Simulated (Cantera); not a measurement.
A Cantera script and what it prints.

```python
import numpy as np
import cantera as ct

gas_names = """
    CL CL2 H HCL H2 N NH NH2 NH3 N2 N2H2 N2H4 Si SiCL SiCL2 SiCL3 SiCL4 SiH SiHCL3 SiH2 SiH2CL2 SiH3
    SiH3CL SiH4 SiN Si2 Si2N Si3
""".split()
cond_names = """
    NH4CL(a) NH4CL(b) Si(cr) Si(L) Si3N4(a)
""".split()


def load(file, names, dense=False):
    # The tables refer to 1 bar. Condensed volumes are neglected.
    table = {s.name: s for s in ct.Species.list_from_file(file)}
    out = []
    for n in names:
        d = dict(table[n].input_data)
        d["thermo"] = dict(d["thermo"], **{"reference-pressure": 1e5})
        if dense:
            d["equation-of-state"] = {"model": "constant-volume", "density": "1e6 g/cm^3"}
        out.append(ct.Species.from_dict(d))
    return out


gas = ct.Solution(thermo="ideal-gas", species=load("nasa_gas.yaml", gas_names))
cond = {s.name: ct.Solution(thermo="fixed-stoichiometry", species=[s], name=s.name)
        for s in load("nasa_condensed.yaml", cond_names, dense=True)}
atoms = {
    'Si2Cl6': {'Si': 2, 'CL': 6},
    'HCl': {'H': 1, 'CL': 1},
    'N2': {'N': 2},
}
top_T = {'Si3N4(a)': 2400}  # K; cautious upper limits of use, not melting points


def equilibrate(T, P, feed):
    n = {}
    for name, mol in feed.items():
        for a, k in atoms[name].items():
            n[a] = n.get(a, 0.0) + k * mol
    gas.TPX = T, P, n
    mass = sum(n.values()) * gas.mean_molecular_weight
    gas.equilibrate("TP")
    valid = [c for c in cond.values() if c.min_temp <= T <= top_T.get(c.name, c.max_temp)]
    mix = ct.Mixture([(gas, mass / gas.mean_molecular_weight)] + [(c, 0.0) for c in valid])
    mix.T, mix.P = T, P
    mix.equilibrate("TP", solver="vcs", rtol=1e-11, max_steps=5000)
    return mix


results = []
feed = {'Si2Cl6': 1, 'HCl': 0.95, 'N2': 140}  # mol
P = 6600  # Pa
for T in [975, 1025, 1075, 1125, 1175, 1225, 1275, 1325, 1375, 1425, 1475, 1525, 1575, 1625]:
    mix = equilibrate(T, P, feed)
    results.append((T, P, feed, dict(zip(mix.species_names, mix.species_moles))))

top = {s: max(r[3][s] / sum(r[3][g] for g in gas_names) for r in results) for s in gas_names}
cols = sorted((s for s in top if top[s] > 0.0001), key=lambda s: -top[s])[:7]
seen = [c for c in cond_names if any(r[3].get(c, 0) > 1e-12 for r in results)]
print("log10 of partial pressures in bar; condensed amounts in mol")
print(f"{'T/K':>10s}" + "".join(f"{s[:9]:>10s}" for s in cols + seen))
for T, P, feed, n in results:
    ng = sum(n[g] for g in gas_names)
    print(f"{T:10.4g}" + "".join(f"{np.log10(max(n[s] / ng * P / 1e5, 1e-99)):10.3f}" for s in cols)
          + "".join(f"{n.get(c, 0):10.4g}" for c in seen))
```

Result:

```
log10 of partial pressures in bar; condensed amounts in mol
       T/K        N2     SiCL4       HCL     SiCL2     SiCL3        CL        H2  Si3N4(a)
       975    -1.188    -3.154    -3.375    -8.259    -6.433    -9.835    -5.015    0.1631
      1025    -1.188    -3.155    -3.373    -7.522    -5.998    -9.242    -5.055    0.1633
      1075    -1.188    -3.156    -3.372    -6.856    -5.605    -8.704    -5.091    0.1632
      1125    -1.188    -3.158    -3.371    -6.250    -5.249    -8.213    -5.123    0.1627
      1175    -1.188    -3.161    -3.370    -5.698    -4.925    -7.764    -5.151    0.1612
      1225    -1.188    -3.168    -3.369    -5.194    -4.630    -7.353    -5.175    0.1577
      1275    -1.188    -3.182    -3.369    -4.734    -4.365    -6.975    -5.194    0.1499
      1325    -1.188    -3.208    -3.369    -4.317    -4.130    -6.629    -5.206    0.1337
      1375    -1.189    -3.257    -3.369    -3.943    -3.931    -6.314    -5.205    0.1023
      1425    -1.189    -3.346    -3.371    -3.618    -3.779    -6.032    -5.184   0.04747
      1475    -1.189    -3.435    -3.369    -3.445    -3.706    -5.706    -5.282         0
      1525    -1.190    -3.446    -3.363    -3.446    -3.683    -5.286    -5.598         0
      1575    -1.190    -3.459    -3.361    -3.447    -3.662    -4.893    -5.897         0
      1625    -1.190    -3.477    -3.360    -3.442    -3.642    -4.531    -6.168         0
```

These are equilibrium values from Cantera (NASA tables, ideal gas, pure condensed phases), not measurements of a reactor. The feed counts by its element totals alone. N2 is the only nitrogen source here; it is nearly inert below about 1500 K, so the nitride shown seldom forms there in practice. The tables' values for SiCl3 are old estimates; treat these amounts as uncertain.
